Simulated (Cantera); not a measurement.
## Silicon oxide and oxynitride deposition: HMDSO + N₂O + H₂

Feed: 1 mol HMDSO, 8.2 mol N₂O, 8.2 mol H₂, held at 0.000150 bar.

Equilibrium computed with Cantera from the NASA thermochemical tables; the gas is ideal and each condensed phase is pure. Candidate condensed phases: C, C₆H₆, C₇H₈, C₈H₁₈, H₂O, Si, SiC, SiO₂, Si₂N₂O, Si₃N₄; 151 gas species. The feed counts by its element totals alone. Mutual solubility and eutectic melting of coexisting phases are not modelled. The tables hold silica as quartz up to 1696 K and as liquid above; real silica turns to tridymite and cristobalite and melts near 1996 K. Equilibrium is a limit: real reactors are often held back by kinetics, nucleation or transport.

| T (K) | x H₂ | x N₂ | x CO | x SiO | x H | x H₂O | x CO₂ | n SiO₂(β-quartz) | n Si₂N₂O(s) |
|---|---|---|---|---|---|---|---|---|---|
| 1325 | 0.551 | 0.255 | 0.192 | 0.00214 | 9.91e-5 | 9.36e-6 | 1.75e-6 | 1.44 | 0.245 |
| 1350 | 0.549 | 0.255 | 0.191 | 0.00499 | 0.000144 | 9.97e-6 | 1.77e-6 | 1.41 | 0.215 |
| 1375 | 0.544 | 0.255 | 0.190 | 0.0113 | 0.000206 | 1.06e-5 | 1.78e-6 | 1.35 | 0.148 |
| 1400 | 0.534 | 0.255 | 0.186 | 0.0248 | 0.000290 | 1.10e-5 | 1.77e-6 | 1.20 | 0.000592 |
| 1425 | 0.534 | 0.255 | 0.186 | 0.0249 | 0.000407 | 2.49e-5 | 3.82e-6 | 1.20 | 0 |
| 1450 | 0.534 | 0.255 | 0.186 | 0.0249 | 0.000564 | 5.48e-5 | 8.04e-6 | 1.20 | 0 |
| 1475 | 0.533 | 0.255 | 0.186 | 0.0250 | 0.000773 | 0.000117 | 1.64e-5 | 1.20 | 0 |
| 1500 | 0.533 | 0.254 | 0.186 | 0.0251 | 0.00105 | 0.000243 | 3.28e-5 | 1.19 | 0 |
| 1525 | 0.532 | 0.254 | 0.186 | 0.0254 | 0.00141 | 0.000488 | 6.34e-5 | 1.18 | 0 |
x: gas mole fraction; n: condensed amount in mol.

From 1325 K to 1400 K the condensed part is SiO₂(β-quartz) + Si₂N₂O(s). From 1425 K to 1525 K the condensed part is SiO₂(β-quartz). The main Si-bearing gas is SiO throughout. The share of Si in condensed phases is highest at 1325 K (96.7 %) and lowest at 1525 K (59.1 %).
